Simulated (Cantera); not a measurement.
Input: 1 mol c-C4F8, 0.11 mol H2, held at 0.133 bar.

Equilibrium computed with Cantera from the NASA thermochemical tables; the gas is ideal and each condensed phase is pure. Candidate condensed phases: C, C6H6, C7H8, C8H18; 95 gas species. The feed counts by its element totals alone. Gases not in the tables: C2F6 and larger saturated fluorocarbons. The numbers say what is thermodynamically allowed, not how fast it happens. All values below are at 2923 K.

Base state: F 0.545, CF2 0.353, CF 0.0534, HF 0.0378, CF3 0.00563, CF4 0.00436, C3 0.00101, C 0.000179 (mole fractions); condensed: C(graphite).

Problem. What changes in the equilibrium state with this change: c-C4F8 replaced by CH3Cl?

Solution. 
```json
[
 {"species": "H2", "before": "1.60e-8", "after": "0.373"},
 {"species": "HCl", "before": "0", "after": "0.288"},
 {"species": "H", "before": "4.29e-5", "after": "0.207"},
 {"species": "F", "before": "0.545", "after": "0"},
 {"species": "CF2", "before": "0.353", "after": "0"},
 {"species": "Cl", "before": "0", "after": "0.110"},
 {"species": "CF", "before": "0.0534", "after": "0"},
 {"species": "HF", "before": "0.0378", "after": "0"},
 {"species": "C2H2 (acetylene)", "before": "<1e-9", "after": "0.0184"},
 {"species": "CF3", "before": "0.00563", "after": "0"},
 {"species": "CF4", "before": "0.00436", "after": "0"},
 {"species": "C4H2", "before": "<1e-9", "after": "0.000380"},
 {"species": "C2HCl", "before": "0", "after": "0.000293"},
 {"species": "C(graphite), mol", "before": "1.56", "after": "0.885"}
]
```
